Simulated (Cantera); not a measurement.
Input: 1 mol V, 0.13 mol H₂O, at 1777 °C and 1 atm.

Cantera equilibrium calculation (NASA polynomials, part measured and part estimated; ideal gas, pure solids and liquids). Candidate condensed phases: H₂O, V, VO, V₂O₃, V₂O₄, V₂O₅; 12 gas species. Mutual solubility and eutectic melting of coexisting phases are not modelled. VO: taken at fixed stoichiometry. Condensed phases not in the tables: N, O or C dissolved in the metal. Equilibrium is a limit: real reactors are often held back by kinetics, nucleation or transport.

Base state: H₂ 0.997, H 0.00225, H₂O 0.000424 (mole fractions); condensed: V(s) + VO(s).

### Question
What changes in the equilibrium state with this change: pressure from 1 atm to 2.00 mbar?

### Answer
```
species      before     after
----------  -------  --------
H₂            0.997     0.946
H           0.00225    0.0493
V           4.75e-6   0.00241
VO          4.07e-6   0.00206
VO₂         3.43e-7  0.000174
V(s), mol     0.870     0.870
VO(s), mol    0.130     0.130
```
